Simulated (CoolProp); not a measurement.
A single-stage vapour-compression cycle with cyclohexane: evaporating at 318.15 K (dew point), condensing at 353.15 K (bubble point), superheat 5 K, subcooling 0 K, compressor efficiency 0.9, no pressure losses. Each further row changes one setting.

The numbers come from the reference Helmholtz-energy equation of state, Zhou 2014 in CoolProp.

```json
[
 {"case": "as stated", "cooling COP": "7.31", "pressure ratio": "3.31", "discharge temperature (K)": "354.3", "refrigerating effect (kJ/kg)": "315", "volumetric capacity (kJ/m³)": "301"},
 {"case": "evaporating temperature 323.15 K", "cooling COP": "8.81", "pressure ratio": "2.73", "discharge temperature (K)": "354.4", "refrigerating effect (kJ/kg)": "322", "volumetric capacity (kJ/m³)": "367"},
 {"case": "condensing temperature 348.15 K", "cooling COP": "8.69", "pressure ratio": "2.83", "discharge temperature (K)": "350.2", "refrigerating effect (kJ/kg)": "326", "volumetric capacity (kJ/m³)": "311"},
 {"case": "subcooling 5 K", "cooling COP": "7.55", "pressure ratio": "3.31", "discharge temperature (K)": "354.3", "refrigerating effect (kJ/kg)": "326", "volumetric capacity (kJ/m³)": "311"},
 {"case": "superheat 15 K", "cooling COP": "7.40", "pressure ratio": "3.31", "discharge temperature (K)": "364.0", "refrigerating effect (kJ/kg)": "330", "volumetric capacity (kJ/m³)": "305"},
 {"case": "compressor efficiency 0.8", "cooling COP": "6.49", "pressure ratio": "3.31", "discharge temperature (K)": "357.7", "refrigerating effect (kJ/kg)": "315", "volumetric capacity (kJ/m³)": "301"}
]
```
